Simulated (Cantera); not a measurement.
Input: 1 mol C₃H₆, 1.5 mol NH₃, 14 mol N₂, equilibrated at 1552 °C.

Equilibrium computed with Cantera from the NASA thermochemical tables; the gas is ideal and each condensed phase is pure. Candidate condensed phases: C, C₆H₆, C₇H₈, C₈H₁₈; 92 gas species. The ideal-gas law is rough above about 30 bar. The numbers say what is thermodynamically allowed, not how fast it happens.

x: gas mole fraction; n: condensed amount in mol.

```json
[
 {"P (Pa)": "10", "x N₂": "0.728", "x H₂": "0.247", "x H": "0.0219", "x CH₄": "?", "n C(graphite)": "2.94"},
 {"P (Pa)": "56", "x N₂": "0.732", "x H₂": "0.255", "x H": "0.00940", "x CH₄": "?", "n C(graphite)": "2.94"},
 {"P (Pa)": "320", "x N₂": "0.734", "x H₂": "0.258", "x H": "0.00396", "x CH₄": "?", "n C(graphite)": "2.93"},
 {"P (Pa)": "1800", "x N₂": "0.735", "x H₂": "0.260", "x H": "0.00167", "x CH₄": "?", "n C(graphite)": "2.93"},
 {"P (Pa)": "10000", "x N₂": "0.736", "x H₂": "0.260", "x H": "0.000711", "x CH₄": "?", "n C(graphite)": "2.93"},
 {"P (Pa)": "56000", "x N₂": "0.736", "x H₂": "0.261", "x H": "0.000300", "x CH₄": "?", "n C(graphite)": "2.93"},
 {"P (Pa)": "320000", "x N₂": "0.736", "x H₂": "0.261", "x H": "0.000126", "x CH₄": "?", "n C(graphite)": "2.93"},
 {"P (Pa)": "1800000", "x N₂": "0.737", "x H₂": "0.259", "x H": "5.29e-5", "x CH₄": "?", "n C(graphite)": "2.92"},
 {"P (Pa)": "10000000", "x N₂": "0.739", "x H₂": "0.253", "x H": "2.21e-5", "x CH₄": "?", "n C(graphite)": "2.84"}
]
```

Q: Complete the blanks.

A: 
- 10, x CH₄: 4.33e-9
- 56, x CH₄: 2.58e-8
- 320, x CH₄: 1.51e-7
- 1800, x CH₄: 8.61e-7
- 10000, x CH₄: 4.81e-6
- 56000, x CH₄: 2.70e-5
- 320000, x CH₄: 0.000154
- 1800000, x CH₄: 0.000858
- 10000000, x CH₄: 0.00452
